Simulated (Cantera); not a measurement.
Feed: 1 mol SiH₂Cl₂, 0.066 mol C₂H₄, a varied amount of H₂, equilibrated at 2623 K and 750 Torr.

These are equilibrium values from Cantera (NASA tables, ideal gas, pure condensed phases), not measurements of a reactor. Candidate condensed phases: C, C₆H₆, C₇H₈, C₈H₁₈, Si, SiC; 109 gas species. Mutual solubility and eutectic melting of coexisting phases are not modelled. Gases not in the tables: Si₂H₆ and higher silanes. Kinetics and transport are ignored.

**Question.** What share of the Si ends up in condensed phases as a function of n(H₂) (mol), at 1.3, 2.8, 4.3, 5.8, 7.4, 8.9, 10, 12, 13?

**Answer.** 
```csv
n(H₂) (mol),Si condensed (%),as
1.3,36.3,Si(l) + SiC(s)
2.8,41.4,Si(l) + SiC(s)
4.3,43.8,Si(l) + SiC(s)
5.8,44.7,Si(l) + SiC(s)
7.4,44.6,Si(l) + SiC(s)
8.9,43.9,Si(l) + SiC(s)
10,43.1,Si(l) + SiC(s)
12,41.2,Si(l) + SiC(s)
13,40.0,Si(l) + SiC(s)
```
